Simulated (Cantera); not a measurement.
Feed: 1 mol Ti, 0.15 mol O2, 18 mol H2, equilibrated at 1725 K.

Equilibrium computed with Cantera from the NASA thermochemical tables; the gas is ideal and each condensed phase is pure. Candidate condensed phases: H2O, Ti, TiO, TiO2, Ti2O3, Ti3O5, Ti4O7; 12 gas species. Mutual solubility and eutectic melting of coexisting phases are not modelled. TiO: taken at fixed stoichiometry. Condensed phases not in the tables: N, O or C dissolved in the metal. Equilibrium is a limit: real reactors are often held back by kinetics, nucleation or transport.

Q: At 77.0 Pa, list the 3 most abundant gas species with their mole fractions, and the condensed phases.

A: H2 0.993, H 0.00667, Ti 0.000169. Condensed: Ti(β) + TiO(s).
